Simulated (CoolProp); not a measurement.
Properties of R22 along the isotherm 41.35 °C (Tc = 96.1 °C, pc = 49.90 bar, ω = 0.221).

Values from CoolProp's reference Helmholtz-energy equation of state, Kamei 1995.

```json
[
 {"p (bar)": "5.35", "phase": "gas", "density (kg/m³)": "18.97", "speed of sound (m/s)": "179.0", "Joule-Thomson coefficient (K/MPa)": "19.19", "fugacity coefficient": "0.9367"},
 {"p (bar)": "10.7", "phase": "gas", "density (kg/m³)": "41.38", "speed of sound (m/s)": "168.5", "Joule-Thomson coefficient (K/MPa)": "20.42", "fugacity coefficient": "0.8735"},
 {"p (bar)": "21.4", "phase": "liquid", "density (kg/m³)": "1127", "speed of sound (m/s)": "469.0", "Joule-Thomson coefficient (K/MPa)": "0.2003", "fugacity coefficient": "0.6113"},
 {"p (bar)": "26.7", "phase": "liquid", "density (kg/m³)": "1132", "speed of sound (m/s)": "476.4", "Joule-Thomson coefficient (K/MPa)": "0.1761", "fugacity coefficient": "0.4976"},
 {"p (bar)": "32.1", "phase": "liquid", "density (kg/m³)": "1136", "speed of sound (m/s)": "483.7", "Joule-Thomson coefficient (K/MPa)": "0.1534", "fugacity coefficient": "0.4205"},
 {"p (bar)": "37.4", "phase": "liquid", "density (kg/m³)": "1140", "speed of sound (m/s)": "490.6", "Joule-Thomson coefficient (K/MPa)": "0.1327", "fugacity coefficient": "0.3665"},
 {"p (bar)": "42.8", "phase": "liquid", "density (kg/m³)": "1144", "speed of sound (m/s)": "497.4", "Joule-Thomson coefficient (K/MPa)": "0.1130", "fugacity coefficient": "0.3253"},
 {"p (bar)": "48.1", "phase": "liquid", "density (kg/m³)": "1148", "speed of sound (m/s)": "503.9", "Joule-Thomson coefficient (K/MPa)": "0.09501", "fugacity coefficient": "0.2939"},
 {"p (bar)": "53.5", "phase": "liquid", "density (kg/m³)": "1152", "speed of sound (m/s)": "510.4", "Joule-Thomson coefficient (K/MPa)": "0.07780", "fugacity coefficient": "0.2684"},
 {"p (bar)": "58.8", "phase": "liquid", "density (kg/m³)": "1156", "speed of sound (m/s)": "516.5", "Joule-Thomson coefficient (K/MPa)": "0.06192", "fugacity coefficient": "0.2479"},
 {"p (bar)": "64.2", "phase": "liquid", "density (kg/m³)": "1159", "speed of sound (m/s)": "522.6", "Joule-Thomson coefficient (K/MPa)": "0.04669", "fugacity coefficient": "0.2306"},
 {"p (bar)": "69.5", "phase": "liquid", "density (kg/m³)": "1163", "speed of sound (m/s)": "528.4", "Joule-Thomson coefficient (K/MPa)": "0.03256", "fugacity coefficient": "0.2162"},
 {"p (bar)": "74.9", "phase": "liquid", "density (kg/m³)": "1166", "speed of sound (m/s)": "534.2", "Joule-Thomson coefficient (K/MPa)": "0.01895", "fugacity coefficient": "0.2038"}
]
```
